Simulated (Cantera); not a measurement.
Mixture: CH₄ : C₂H₆ : O₂ : N₂ : CO₂ = 1 : 0.19 : 2.69 : 8.34 : 0.014 (molar parts), equivalence ratio 0.99, at 5.00 bar, adiabatic and at constant pressure. Ignition delay is the time to a rise of 400 K.

Cantera simulation using GRI-Mech 3.0 (53 species, 325 reactions); the numbers are that mechanism's predictions, not measurements.

Question: Predict: delay at 1050 K; delay at 1125 K; delay at 1200 K; delay at 1275 K; delay at 1350 K; delay at 1425 K; delay at 1500 K; apparent activation energy between 1350 and 1500 K.

Answer: 
```json
{
  "delay at 1050 K": "13.0 ms",
  "delay at 1125 K": "3.36 ms",
  "delay at 1200 K": "1.06 ms",
  "delay at 1275 K": "0.407 ms",
  "delay at 1350 K": "0.183 ms",
  "delay at 1425 K": "92.3 µs",
  "delay at 1500 K": "50.1 µs",
  "apparent activation energy between 1350 and 1500 K": "150 kJ/mol"
}
```
